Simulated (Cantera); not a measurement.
Charge: 1 mol CH4, 13 mol H2, 1.9 mol N2, held at 425 °C.

Cantera equilibrium calculation (NASA polynomials, part measured and part estimated; ideal gas, pure solids and liquids). Candidate condensed phases: C, C6H6, C7H8, C8H18; 92 gas species. The ideal-gas law is rough above about 30 bar. The numbers say what is thermodynamically allowed, not how fast it happens.

**Question.** Which condensed phases are stable at each of these points (P (Pa)): 10, 160, 2500, 40000, 630000, 10000000?

**Answer.** 
| P (Pa) | condensed phases | C condensed (%) |
|---|---|---|
| 10 | C(graphite) | 98.8 |
| 160 | C(graphite) | 81.8 |
| 2500 | gas only | 0.0 |
| 40000 | gas only | 0.0 |
| 630000 | gas only | 0.0 |
| 10000000 | gas only | 0.0 |

From 10.0 Pa to 1.60 mbar the condensed part is C(graphite). From 25.0 mbar to 100 bar nothing is condensed.
